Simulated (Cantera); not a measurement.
Input: 1 mol BN, 0.36 mol H2O, 6.4 mol H2, equilibrated at 105 Torr.

Equilibrium computed with Cantera from the NASA thermochemical tables; the gas is ideal and each condensed phase is pure. Candidate condensed phases: B, BN, B2O3, B3O3H3, H2O; 39 gas species. Kinetics and transport are ignored.

Task: At 1823 K, list the 5 most abundant gas species with their mole fractions, and the condensed phases.

Result: H2 0.940, HBO 0.0264, N2 0.0215, HBO2 0.00422, B2O3 0.00322. Condensed: BN(s).
